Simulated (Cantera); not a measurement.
Cantera run, input and output.

```python
import numpy as np
import cantera as ct

surf = ct.Interface("diamond.yaml", "diamond_100")
gas, bulk = surf.adjacent["gas"], surf.adjacent["diamond"]
k = surf.kinetics_species_index(bulk.species_names[0])
cover = ["c6HH", "c6H*", "c6*H", "c6**", "c6HM", "c6B"]

rows, drift = [], 0.0
print(f"{'xCH3':>10s}{'um/h':>11s}" + "".join(f"{s:>11s}" for s in cover))
for v in [1e-06, 2.1e-06, 4.5e-06, 9.7e-06, 2.1e-05, 4.4e-05, 9.4e-05, 0.0002, 0.00043]:
    T, P, xH, xCH3 = 1123, 12000, 0.0034, v
    gas.TPX = T, P, {"H": xH, "CH3": xCH3, "CH4": 0.018, "H2": 1 - xH - xCH3 - 0.018}
    surf.TP = bulk.TP = T, P
    surf.coverages = "c6H*:0.1, c6HH:0.9"
    surf.advance_coverages(100.0)
    before = surf.coverages
    surf.advance_coverages(100.0)
    drift = max(drift, np.max(np.abs(surf.coverages - before) / (surf.coverages + 1e-9)))
    rate = surf.net_production_rates[k] * bulk.mean_molecular_weight / bulk.density * 3.6e9
    rows.append([rate, *surf[cover].coverages])
    print(f"{v:10.4g}{rate:11.4e}" + "".join(f"{x:11.3e}" for x in rows[-1][1:]))
```

It prints:

```
      xCH3       um/h       c6HH       c6H*       c6*H       c6**       c6HM        c6B
     1e-06 7.5186e-02  4.969e-01  3.021e-02  4.528e-01  1.997e-02  7.151e-05  2.040e-10
   2.1e-06 1.5787e-01  4.968e-01  3.020e-02  4.528e-01  1.997e-02  1.502e-04  4.284e-10
   4.5e-06 3.3817e-01  4.967e-01  3.019e-02  4.527e-01  1.996e-02  3.216e-04  9.176e-10
   9.7e-06 7.2839e-01  4.964e-01  3.018e-02  4.524e-01  1.994e-02  6.928e-04  1.977e-09
   2.1e-05 1.5744e+00  4.958e-01  3.014e-02  4.518e-01  1.990e-02  1.498e-03  4.272e-09
   4.4e-05 3.2878e+00  4.946e-01  3.006e-02  4.506e-01  1.981e-02  3.128e-03  8.922e-09
   9.4e-05 6.9742e+00  4.920e-01  2.989e-02  4.480e-01  1.963e-02  6.635e-03  1.892e-08
    0.0002 1.4619e+01  4.867e-01  2.953e-02  4.427e-01  1.926e-02  1.391e-02  3.967e-08
   0.00043 3.0455e+01  4.755e-01  2.879e-02  4.317e-01  1.849e-02  2.900e-02  8.264e-08
```

Detailed kinetics in Cantera: the Harris–Goodwin 1993 mechanism for the reconstructed diamond (100) surface.
